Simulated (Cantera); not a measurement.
**Gas activation for diamond growth**

An isothermal, constant-pressure homogeneous reactor starts with CH₄ : H₂ : H = 0.066 : 1 : 0.053 (molar parts), at 1550 K and 0.132 atm.

Cantera simulation using GRI-Mech 3.0 (53 species, 325 reactions); the numbers are that mechanism's predictions, not measurements. GRI-Mech 3.0 stops at C3 and has no aromatics, soot or wall deposition, so with more carbon than oxygen in the feed, carbon stays in small species such as C2H2 where larger ones or solid carbon would form.

| t (s) | x CH₄ | x H₂ | x H | x C₂H | x CH₂ | x C₂H₄ |
|---|---|---|---|---|---|---|
| 8.00e-5 | 0.0505 | 0.938 | 0.00411 | 9.04e-9 | 6.39e-6 | 0.00106 |
| 0.000205 | 0.0527 | 0.941 | 0.00172 | 5.67e-9 | 1.81e-6 | 0.00121 |
| 0.000528 | 0.0534 | 0.942 | 0.000702 | 3.08e-9 | 4.06e-7 | 0.00119 |
| 0.00136 | 0.0536 | 0.943 | 0.000292 | 1.58e-9 | 8.15e-8 | 0.00104 |
| 0.00348 | 0.0536 | 0.943 | 0.000134 | 8.43e-10 | 1.81e-8 | 0.000809 |
| 0.00894 | 0.0535 | 0.943 | 8.07e-5 | 5.81e-10 | 6.75e-9 | 0.000541 |
| 0.0230 | 0.0533 | 0.943 | 7.26e-5 | 5.91e-10 | 5.46e-9 | 0.000273 |
| 0.0590 | 0.0529 | 0.943 | 7.27e-5 | 6.55e-10 | 5.43e-9 | 0.000153 |
| 0.152 | 0.0518 | 0.944 | 7.29e-5 | 7.55e-10 | 5.35e-9 | 0.000153 |
| 0.389 | 0.0493 | 0.945 | 7.35e-5 | 9.96e-10 | 5.15e-9 | 0.000173 |
| 1.00 | 0.0436 | 0.948 | 7.47e-5 | 1.53e-9 | 4.70e-9 | 0.000218 |
x: mole fraction; the columns are a selection and need not sum to one.

Equilibrium at this temperature and pressure: CH₄ 0.00973, H₂ 0.966, H 8.54e-5, C₂H 5.24e-9, CH₂ 1.36e-9, C₂H₄ 0.000523 (gas phase only).
